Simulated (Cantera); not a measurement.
A perfectly stirred reactor is fed with 0.899 % CH₄, 98.7 % H₂, 0.355 % O₂, equivalence ratio 140, at 0.0267 bar; it is held at 2375 K, and followed from long to short residence time.

Computed with Cantera and GRI-Mech 3.0 (53 species, 325 reactions). Radical loss at walls, strong at low pressure, is not modelled.

Question: Predict: x(CH₄) at τ = 14.0 s; x(H₂) at τ = 14.0 s; x(O₂) at τ = 14.0 s; x(CO) at τ = 14.0 s; x(H) at τ = 14.0 s; x(CH₄) at τ = 0.190 s; x(H₂) at τ = 0.190 s; x(O₂) at τ = 0.190 s; x(CO) at τ = 0.190 s; x(H) at τ = 0.190 s.

Answer: 
| Property | Result |
|---|---|
| x(CH₄) at τ = 14.0 s | 8.50e-6 |
| x(H₂) at τ = 14.0 s | 0.911 |
| x(O₂) at τ = 14.0 s | 5.58e-9 |
| x(CO) at τ = 14.0 s | 0.00669 |
| x(H) at τ = 14.0 s | 0.0817 |
| x(CH₄) at τ = 0.190 s | 0.000184 |
| x(H₂) at τ = 0.190 s | 0.944 |
| x(O₂) at τ = 0.190 s | 7.23e-7 |
| x(CO) at τ = 0.190 s | 0.00462 |
| x(H) at τ = 0.190 s | 0.0472 |
